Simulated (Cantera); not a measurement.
Input: 1 mol MgCl2, 0.028 mol HCl, 2.1 mol N2, 0.066 mol O2, at 2.18 Torr.

Cantera equilibrium calculation (NASA polynomials, part measured and part estimated; ideal gas, pure solids and liquids). Candidate condensed phases: H2O, Mg, MgCl2, MgO, Mg(OH)2, NH4Cl; 38 gas species. Kinetics and transport are ignored. All values below are at 1152 °C.

Base state: N2 0.651, MgCl2 0.273, Cl 0.0577, HCl 0.00867, Cl2 0.00819, O2 0.00188, NO 7.15e-5 (mole fractions); condensed: MgO(s).

Q: What changes in the equilibrium state with this change: HCl from 0.028 to 3.8 mol?

A: 
| species | before | after |
|---|---|---|
| HCl | 0.00867 | 0.529 |
| N2 | 0.651 | 0.299 |
| MgCl2 | 0.273 | 0.132 |
| Cl | 0.0577 | 0.0305 |
| H2O | 8.62e-7 | 0.00663 |
| OH | 1.53e-7 | 1.02e-5 |
| MgO(s), mol | 0.120 | 0.0764 |
